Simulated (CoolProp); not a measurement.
The fluid at 298.15 K and 0.134 MPa (gas) is heated at constant pressure to 342.4 K. The same conditions are run with several fluids, on thermodynamics alone (safety and materials aside).

Model: reference Helmholtz-energy equation of state of each fluid (n-butane: Bücker 2006; CF4 (R14): Platzer 1990; R152A: Outcalt 1996; methane: Setzmann 1991; chloromethane (R40): Thol 2014), in CoolProp. The equations of Platzer and Polt are older, rougher fits.

### Question
Rank n-butane, CF4 (R14), R152A, methane, chloromethane (R40) by heat (kJ/kg), highest first.

### Answer
methane (101), n-butane (81.0), R152A (48.8), chloromethane (R40) (38.4), CF4 (R14) (32.2)

| fluid | final density (kg/m³) |
|---|---|
| n-butane | 2.81 |
| CF4 (R14) | 4.15 |
| R152A | 3.16 |
| methane | 0.756 |
| chloromethane (R40) | 2.41 |
